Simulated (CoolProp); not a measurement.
Model: reference Helmholtz-energy equation of state, Wagner 2002, in CoolProp.

### Question
For water, give the phase and the density (kg/m³), isothermal compressibility (1/MPa), conductivity (mW/(m K)), Prandtl number at 100.15 °C and 0.254 MPa; 100.15 °C and 1.49 MPa; 100.15 °C and 33.1 MPa.

### Answer
- 100.15 °C and 0.254 MPa: liquid; density 958, isothermal compressibility 0.000490, conductivity 677, Prandtl number 1.75
- 100.15 °C and 1.49 MPa: liquid; density 959, isothermal compressibility 0.000488, conductivity 678, Prandtl number 1.75
- 100.15 °C and 33.1 MPa: liquid; density 973, isothermal compressibility 0.000442, conductivity 696, Prandtl number 1.73

Viscosity comes from a separate model (Huber 2009). Thermal conductivity comes from a separate model (Huber 2012).
